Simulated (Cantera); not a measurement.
Input (Python, Cantera) and output of one run.

```python
import numpy as np
import cantera as ct

gas_names = """
    C CH CH2 CH3 CH2OH CH3O CH4 CH3OH CN CO CO2 COOH C2 C2H CHCO,ketyl C2H2,acetylene C2H2,vinylidene
    CH2CO,ketene C2H3,vinyl CH3CN CH3CO,acetyl C2H4 C2H4O,ethylen CH3CHO,ethanal CH3COOH (HCOOH)2 C2H5
    C2H6 CH3OCH3 C2H5OH CCN CNC C2N2 C2O C3 C3H3,propargyl C3H4,allene C3H4,propyne C3H4,cyclo-
    C3H5,allyl C3H6,propylene C3H6,cyclo- C3H6O C3H7,n-propyl C3H7,i-propyl C3H8 C3H8O,1propanol
    C3H8O,2propanol C3O2 C4 C4H2 C4H4,1,3-cyclo- C4H6,butadiene C4H6,2-butyne C4H6,cyclo- C4H8,1-butene
    C4H8,cis2-buten C4H8,tr2-butene C4H8,isobutene C4H8,cyclo- (CH3COOH)2 C4H9,n-butyl C4H9,i-butyl
    C4H9,s-butyl C4H9,t-butyl C4H10,isobutane C4H10,n-butane C4N2 C5 C5H6,1,3cyclo- C5H8,cyclo-
    C5H10,1-pentene C5H10,cyclo- C5H11,pentyl C5H11,t-pentyl C5H12,n-pentane C5H12,i-pentane
    CH3C(CH3)2CH3 C6H2 C6H5,phenyl C6H5O,phenoxy C6H6 C6H5OH,phenol C6H10,cyclo- C6H12,1-hexene
    C6H12,cyclo- C6H13,n-hexyl C7H7,benzyl C7H8 C7H8O,cresol C7H14,1-heptene C7H15,n-heptyl
    C7H16,n-heptane C8H8,styrene C8H10,ethylbenz C8H16,1-octene C8H17,n-octyl C8H18,isooctane
    C8H18,n-octane C9H19,n-nonyl C10H8,naphthale C10H21,n-decyl C12H9,o-bipheny C12H10,bipheny H HCN HCO
    HCCN HNC HNCO HNO HNO2 HNO3 HO2 H2 HCHO,formaldehy HCOOH H2O H2O2 N NCO NH NH2 NH3 NH2OH NO NO2 NO3
    N2 N2H2 N2H4 N2O O OH O2 O3
""".split()
cond_names = """
    C(gr) C6H6(L) C7H8(L) C8H18(L),n-octa H2O(s) H2O(L)
""".split()


def load(file, names, dense=False):
    # The tables refer to 1 bar. Condensed volumes are neglected.
    table = {s.name: s for s in ct.Species.list_from_file(file)}
    out = []
    for n in names:
        d = dict(table[n].input_data)
        d["thermo"] = dict(d["thermo"], **{"reference-pressure": 1e5})
        if dense:
            d["equation-of-state"] = {"model": "constant-volume", "density": "1e6 g/cm^3"}
        out.append(ct.Species.from_dict(d))
    return out


gas = ct.Solution(thermo="ideal-gas", species=load("nasa_gas.yaml", gas_names))
cond = {s.name: ct.Solution(thermo="fixed-stoichiometry", species=[s], name=s.name)
        for s in load("nasa_condensed.yaml", cond_names, dense=True)}
atoms = {
    'CH4': {'C': 1, 'H': 4},
    'H2': {'H': 2},
    'N2': {'N': 2},
    'H2O': {'H': 2, 'O': 1},
}
top_T = {'C(gr)': 4500}  # K; cautious upper limits of use, not melting points


def equilibrate(T, P, feed):
    n = {}
    for name, mol in feed.items():
        for a, k in atoms[name].items():
            n[a] = n.get(a, 0.0) + k * mol
    gas.TPX = T, P, n
    mass = sum(n.values()) * gas.mean_molecular_weight
    gas.equilibrate("TP")
    valid = [c for c in cond.values() if c.min_temp <= T <= top_T.get(c.name, c.max_temp)]
    mix = ct.Mixture([(gas, mass / gas.mean_molecular_weight)] + [(c, 0.0) for c in valid])
    mix.T, mix.P = T, P
    mix.equilibrate("TP", solver="vcs", rtol=1e-11, max_steps=5000)
    return mix


results = []
T = 848  # K
P = 1333.22  # Pa
for m in [3, 3.9, 5.2, 6.9, 9.1, 12, 16, 21]:
    feed = {'CH4': 1, 'H2': 5.5, 'N2': m, 'H2O': 0.52}  # mol
    mix = equilibrate(T, P, feed)
    results.append((T, P, feed, dict(zip(mix.species_names, mix.species_moles))))
    x = sorted(zip(gas.X, gas.species_names), reverse=True)
    print(f"T = {T:g} K  P = {P:g} Pa  n(N2) = {m:g} mol  gas = {mix.phase_moles(0):.4g} mol")
    print("   x: " + "  ".join(f"{s} {v:.3e}" for v, s in x if v > 0.0001))
    print("   condensed (mol): " + ("  ".join(f"{mix.phase(i).name} {mix.phase_moles(i):.4g}"
          for i in range(1, mix.n_phases) if mix.phase_moles(i) > 1e-12) or "none"))
```

Result:

```
T = 848 K  P = 1333.22 Pa  n(N2) = 3 mol  gas = 11.46 mol
   x: H2 6.892e-01  N2 2.619e-01  CO 4.153e-02  CH4 4.057e-03  H2O 2.816e-03  CO2 5.246e-04
   condensed (mol): C(gr) 0.4718
T = 848 K  P = 1333.22 Pa  n(N2) = 3.9 mol  gas = 12.36 mol
   x: H2 6.394e-01  N2 3.155e-01  CO 3.872e-02  CH4 3.492e-03  H2O 2.436e-03  CO2 4.560e-04
   condensed (mol): C(gr) 0.4726
T = 848 K  P = 1333.22 Pa  n(N2) = 5.2 mol  gas = 13.67 mol
   x: H2 5.790e-01  N2 3.804e-01  CO 3.528e-02  CH4 2.863e-03  H2O 2.010e-03  CO2 3.785e-04
   condensed (mol): C(gr) 0.4735
T = 848 K  P = 1333.22 Pa  n(N2) = 6.9 mol  gas = 15.38 mol
   x: H2 5.155e-01  N2 4.488e-01  CO 3.161e-02  CH4 2.269e-03  H2O 1.603e-03  CO2 3.039e-04
   condensed (mol): C(gr) 0.4744
T = 848 K  P = 1333.22 Pa  n(N2) = 9.1 mol  gas = 17.58 mol
   x: N2 5.175e-01  H2 4.514e-01  CO 2.786e-02  CH4 1.740e-03  H2O 1.238e-03  CO2 2.361e-04
   condensed (mol): C(gr) 0.4753
T = 848 K  P = 1333.22 Pa  n(N2) = 12 mol  gas = 20.49 mol
   x: N2 5.856e-01  H2 3.879e-01  CO 2.410e-02  CH4 1.285e-03  H2O 9.200e-04  CO2 1.767e-04
   condensed (mol): C(gr) 0.4761
T = 848 K  P = 1333.22 Pa  n(N2) = 16 mol  gas = 24.5 mol
   x: N2 6.531e-01  H2 3.249e-01  CO 2.032e-02  CH4 9.016e-04  H2O 6.498e-04  CO2 1.256e-04
   condensed (mol): C(gr) 0.4769
T = 848 K  P = 1333.22 Pa  n(N2) = 21 mol  gas = 29.51 mol
   x: N2 7.117e-01  H2 2.701e-01  CO 1.700e-02  CH4 6.231e-04  H2O 4.518e-04
   condensed (mol): C(gr) 0.4775
```

Cantera equilibrium calculation (NASA polynomials, part measured and part estimated; ideal gas, pure solids and liquids).
